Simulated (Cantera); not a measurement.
Cantera run, input and output.

```python
import numpy as np
import cantera as ct

gas = ct.Solution("gri30.yaml")
gas.TPX = 1675, 730000, {'CH4': 1, 'O2': 2.5, 'N2': 9.4}
reactor = ct.IdealGasReactor(gas, energy="on", clone=False)
net = ct.ReactorNet([reactor])
net.rtol, net.atol = 1e-08, 1e-16
show = ['CH4', 'O2', 'H2O2', 'HCN', 'H2', 'C2H4', 'C2H']
times = np.geomspace(2e-06, 5, 10)

steps = ct.SolutionArray(gas, extra=["t"])
rows = []
print(f"{'t/s':>10s}{'T/K':>9s}{'P/Pa':>11s}" + "".join(f"{s:>11s}" for s in show))
for t in times:
    while net.time < t:
        t_next = net.step()
        steps.append(gas.state, t=t_next)
    rows.append([np.interp(t, steps.t, y) for y in (steps.T, steps.P, *steps(*show).X.T)])
    print(f"{t:10.3e}{rows[-1][0]:9.1f}{rows[-1][1]:11.4g}" + "".join(f"{x:11.3e}" for x in rows[-1][2:]))
rate = np.gradient(steps.T, steps.t)
print("integrator steps:", len(steps.t))
if steps.T.max() > steps.T[0] + 200:
    print(f"time of steepest temperature rise: {steps.t[rate.argmax()]:.4e} s")
gas.TPX = 1675, 730000, {'CH4': 1, 'O2': 2.5, 'N2': 9.4}
gas.equilibrate("UV")
print(f"equilibrium (UV): T = {gas.T:.1f} K  " + "  ".join(f"{s} {gas[s].X[0]:.3e}" for s in show))
```

It prints:

```
       t/s      T/K       P/Pa        CH4         O2       H2O2        HCN         H2       C2H4        C2H
 2.000e-06   1674.9    7.3e+05  7.749e-02  1.938e-01  1.239e-07  2.241e-15  3.758e-06  8.768e-09  2.460e-19
 1.028e-05   1675.1  7.301e+05  7.716e-02  1.936e-01  4.993e-07  1.278e-13  4.639e-05  3.481e-06  3.887e-15
 5.282e-05   3062.4  1.378e+06  1.230e-14  4.535e-02  1.891e-06  1.546e-09  9.012e-03  4.377e-22  2.727e-18
 2.714e-04   3037.9  1.365e+06  1.344e-14  3.762e-02  1.680e-06  4.159e-09  9.132e-03  4.660e-22  2.379e-18
 1.395e-03   3037.5  1.365e+06  1.345e-14  3.751e-02  1.676e-06  4.195e-09  9.135e-03  4.665e-22  2.374e-18
 7.169e-03   3037.5  1.365e+06  1.345e-14  3.751e-02  1.676e-06  4.195e-09  9.135e-03  4.665e-22  2.374e-18
 3.684e-02   3037.5  1.365e+06  1.345e-14  3.751e-02  1.676e-06  4.195e-09  9.135e-03  4.665e-22  2.374e-18
 1.893e-01   3037.5  1.365e+06  1.345e-14  3.751e-02  1.676e-06  4.195e-09  9.135e-03  4.665e-22  2.374e-18
 9.729e-01   3037.5  1.365e+06  1.345e-14  3.751e-02  1.676e-06  4.195e-09  9.135e-03  4.665e-22  2.374e-18
 5.000e+00   3037.5  1.365e+06  1.345e-14  3.751e-02  1.676e-06  4.195e-09  9.135e-03  4.665e-22  2.374e-18
integrator steps: 1838
time of steepest temperature rise: 4.6597e-05 s
equilibrium (UV): T = 3037.5 K  CH4 1.774e-14  O2 3.751e-02  H2O2 1.676e-06  HCN 4.195e-09  H2 9.135e-03  C2H4 5.207e-22  C2H 2.510e-18
```

Model: GRI-Mech 3.0 (53 species, 325 reactions), integrated in Cantera. Above 3000 K some thermodynamic fits are extrapolated.
